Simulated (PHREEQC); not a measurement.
Silver or lead bath

A solution holds 29 mmol/kgw AgNO3 and 49 mmol/kgw NaCl, at 91 °C. Closed to the air; pH follows from the charge balance.

Model: ion-association model, wateq4f.dat, run in PHREEQC.

Each row changes one thing in this solution. Precipitation was switched off in this run.

```
case                                  pH  ionic strength (mol/kgw)  AgCl (mol/kgw)  AgCl2- (mol/kgw)  Cl- (mol/kgw)  Ag+ (mol/kgw)  SI of Cerargyrite (AgCl)  SI of Ag2O (Ag2O)
----------------------------------  ----  ------------------------  --------------  ----------------  -------------  -------------  ------------------------  -----------------
as made                             6.19                    0.0525          0.0148            0.0108         0.0107        0.00275                     +2.93              -4.13
NaCl from 0.049 to 0.0098 mol/kgw   6.19                         ?         0.00824          0.000413       0.000734         0.0202                     +2.68              -2.37
AgNO3 from 0.029 to 0.0261 mol/kgw  6.19                    0.0518          0.0126            0.0108         0.0125        0.00198                     +2.86              -4.42
diluted 2-fold with water           6.20                    0.0266         0.00821                 ?        0.00745              ?                     +2.67              -4.38
diluted 10-fold with water          6.20                         ?               ?          0.000299        0.00263       0.000933                     +1.98              -4.93
AgNO3 from 0.029 to 0.29 mol/kgw    6.12                     0.279          0.0450           0.00169       0.000557          0.230                     +3.44              -0.54
0.05 mol/kgw CuSO4 added            4.05                     0.168          0.0142           0.00974         0.0101        0.00356                     +2.93              -8.27
NaCl from 0.049 to 0.49 mol/kgw     6.16                     0.551        0.000131           0.00336          0.389        1.11e-6                     +0.93             -11.10
```

Question: What belongs in the gaps?

Answer: 
- NaCl from 0.049 to 0.0098 mol/kgw, ionic strength (mol/kgw): 0.0300
- diluted 2-fold with water, AgCl2- (mol/kgw): 0.00418
- diluted 2-fold with water, Ag+ (mol/kgw): 0.00194
- diluted 10-fold with water, ionic strength (mol/kgw): 0.00584
- diluted 10-fold with water, AgCl (mol/kgw): 0.00166

Species that the database lacks are ignored. Some of these states are supersaturated (in Cerargyrite, Atacamite, for instance). At this temperature some constants are extrapolated from 25 °C, and those without enthalpy data are left unchanged.
